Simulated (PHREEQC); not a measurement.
# Spent oxide etchant

Solution (5.8 °C): 150 mmol/kgw HF, 0.17 mmol/kgw (NH4)2SiF6, 0.063 mmol/kgw HBF4 and 0.042 mmol/kgw H2SO4. Closed to the air; pH follows from the charge balance.

Computed with PHREEQC (ion-association model, phreeqc.dat).

```yaml
pH: 1.88
ionic_strength: 0.0153 mol/kgw
total_alkalinity: -151 meq/kg
```

```csv
species,molality,activity,log γ
HF,0.131,0.132,0.002
H+,0.0148,0.0133,-0.045
F-,0.0104,0.00916,-0.054
HF2-,0.00428,0.00380,-0.052
NH4+,0.000340,0.000299,-0.056
SiF6-2,0.000170,0.000106,-0.204
BF4-,6.29e-5,5.57e-5,-0.052
SO4-2,2.59e-5,1.61e-5,-0.204
HSO4-,1.61e-5,1.43e-5,-0.052
BF3OH-,1.23e-7,1.09e-7,-0.052
NH4SO4-,7.01e-8,6.22e-8,-0.052
```

This is a speciation only: nothing precipitates in the calculation. Species that the database lacks are ignored. Away from 25 °C the constants follow the database's enthalpies or fits; those with neither stay at their 25 °C values. SiF6-2 is the database's only silicon fluoride. Real BF4- forms and hydrolyses slowly; the run takes it at equilibrium.
